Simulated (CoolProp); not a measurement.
Model: reference Helmholtz-energy equation of state, Span 2003, in CoolProp. It is a short technical equation, of lower accuracy than the large ones.

Q: For n-heptane, give the phase and the cv (kJ/(kg K)), speed of sound (m/s), Prandtl number at 600 K and 9910 kPa; 600 K and 13900 kPa; 600 K and 23800 kPa.

A: 
- 600 K and 9910 kPa: supercritical; cv 2.90, speed of sound 301, Prandtl number 2.62
- 600 K and 13900 kPa: supercritical; cv 2.89, speed of sound 393, Prandtl number 2.79
- 600 K and 23800 kPa: supercritical; cv 2.88, speed of sound 549, Prandtl number 3.09

Viscosity comes from a separate model (Michailidou 2014). Thermal conductivity comes from a separate model (Assael 2013).
